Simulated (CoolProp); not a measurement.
Properties of toluene along the isobar 1.01 bar (Tc = 591.7 K, pc = 41.26 bar, ω = 0.266).

Model: reference Helmholtz-energy equation of state, Lemmon 2006, in CoolProp. It is a short technical equation, of lower accuracy than the large ones.

| T (K) | phase | density (kg/m³) | cv (kJ/(kg K)) | conductivity (mW/(m K)) |
|---|---|---|---|---|
| 404.1 | gas | 2.865 | … | … |
| 424.2 | gas | 2.715 | 1.524 | 21.7 |
| 444.4 | gas | 2.580 | … | … |
| 464.5 | gas | 2.460 | 1.656 | 25.9 |
| 484.7 | gas | 2.351 | 1.720 | 28.0 |
| 504.8 | gas | 2.252 | 1.781 | 30.2 |
| 525 | gas | 2.161 | 1.841 | 32.5 |
| 545.1 | gas | 2.078 | 1.898 | … |
| 565.3 | gas | 2.001 | … | 37.1 |
| 585.4 | gas | 1.930 | 2.006 | 39.4 |

Complete the blanks.


- 404.1, cv (kJ/(kg K)): 1.455
- 404.1, conductivity (mW/(m K)): 19.7
- 444.4, cv (kJ/(kg K)): 1.591
- 444.4, conductivity (mW/(m K)): 23.8
- 545.1, conductivity (mW/(m K)): 34.8
- 565.3, cv (kJ/(kg K)): 1.953

Thermal conductivity comes from a separate model (Assael 2012).
